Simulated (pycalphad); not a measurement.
## Phase fractions of Si-39.2Cu (at.%)

Computed with pycalphad from the COST 507 light-alloy database (1999), at 1 atm. The data set is of 1999 and partly superseded. Amounts are mole fractions of atoms. Kinetics are ignored, which matters at the lower temperatures.

```json
[
 {"T (°C)": "1202", "LIQUID": "1.000", "DIAMOND_A4": "-", "CU19SI6_ETA": "-"},
 {"T (°C)": "1127", "LIQUID": "0.917", "DIAMOND_A4": "0.083", "CU19SI6_ETA": "-"},
 {"T (°C)": "1052", "LIQUID": "(withheld)", "DIAMOND_A4": "(withheld)", "CU19SI6_ETA": "-"},
 {"T (°C)": "977", "LIQUID": "0.667", "DIAMOND_A4": "0.333", "CU19SI6_ETA": "-"},
 {"T (°C)": "902", "LIQUID": "0.611", "DIAMOND_A4": "0.389", "CU19SI6_ETA": "-"},
 {"T (°C)": "827", "LIQUID": "(withheld)", "DIAMOND_A4": "(withheld)", "CU19SI6_ETA": "-"},
 {"T (°C)": "752", "LIQUID": "-", "DIAMOND_A4": "0.484", "CU19SI6_ETA": "0.516"},
 {"T (°C)": "677", "LIQUID": "-", "DIAMOND_A4": "0.484", "CU19SI6_ETA": "0.516"},
 {"T (°C)": "602", "LIQUID": "-", "DIAMOND_A4": "0.484", "CU19SI6_ETA": "0.516"},
 {"T (°C)": "527", "LIQUID": "-", "DIAMOND_A4": "0.484", "CU19SI6_ETA": "0.516"},
 {"T (°C)": "452", "LIQUID": "-", "DIAMOND_A4": "0.484", "CU19SI6_ETA": "0.516"},
 {"T (°C)": "377", "LIQUID": "-", "DIAMOND_A4": "0.484", "CU19SI6_ETA": "0.516"},
 {"T (°C)": "302", "LIQUID": "-", "DIAMOND_A4": "0.484", "CU19SI6_ETA": "0.516"},
 {"T (°C)": "227", "LIQUID": "-", "DIAMOND_A4": "0.484", "CU19SI6_ETA": "0.516"}
]
```

Fill in the missing entries.


- 1052, LIQUID: 0.758
- 1052, DIAMOND_A4: 0.242
- 827, LIQUID: 0.575
- 827, DIAMOND_A4: 0.425

Database names, with the compositions (at.%) that they take in these runs: CU19SI6_ETA: Cu 76 Si 24. DIAMOND_A4 is diamond (Si).
